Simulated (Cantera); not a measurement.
**Premixed flame**

A freely propagating, adiabatic, planar premixed flame of H2 : O2 : N2 = 1 : 0.625 : 2.35 (molar parts), equivalence ratio 0.80, unburnt at 625 K and 105 Torr; mixture-averaged transport, grid criteria slope 0.08 and curve 0.16, no radiation.

Detailed kinetics in Cantera: the H2/O2 subset of GRI-Mech 3.0, which has no nitrogen chemistry. Burning velocities carry a grid error of a few per cent, more on coarse grids.

```tsv
z (mm)	T (K)	u (m/s)	x H2	x O2	x O	x H2O	x H	x HO2
-19.0	625	5.88	0.252	0.157	<1e-8	<1e-8	<1e-8	<1e-8
-12.6	625	5.88	0.252	0.157	<1e-8	<1e-8	<1e-8	<1e-8
-9.49	625	5.88	0.252	0.157	<1e-8	<1e-8	<1e-8	<1e-8
-6.32	625	5.88	0.252	0.157	<1e-8	2.89e-8	1.72e-7	3.87e-7
-3.16	631	5.93	0.250	0.157	7.88e-6	0.000412	0.000272	4.90e-5
-1.58	738	6.87	0.230	0.154	0.000283	0.0106	0.00702	3.63e-5
0	1099	9.93	0.110	0.111	0.00784	0.100	0.0534	1.71e-5
1.58	1368	12.2	0.0348	0.0607	0.0175	0.186	0.0697	8.14e-6
3.16	1490	13.2	0.0312	0.0546	0.0182	0.197	0.0606	6.24e-6
6.32	1630	14.3	0.0312	0.0512	0.0171	0.205	0.0480	4.82e-6
12.6	1783	15.5	0.0297	0.0478	0.0149	0.215	0.0352	3.63e-6
25.3	1937	16.6	0.0264	0.0445	0.0119	0.227	0.0235	2.66e-6
50.6	2083	17.7	0.0213	0.0415	0.00860	0.240	0.0140	1.99e-6
```
x: mole fraction of selected species; z is measured from the peak of heat release.

- laminar burning velocity: 588 cm/s
- thermal thickness: 6.32 mm
- peak x(O): 0.0182
- peak x(H): 0.0709
- peak x(HO2): 4.99e-5
- grid points: 132
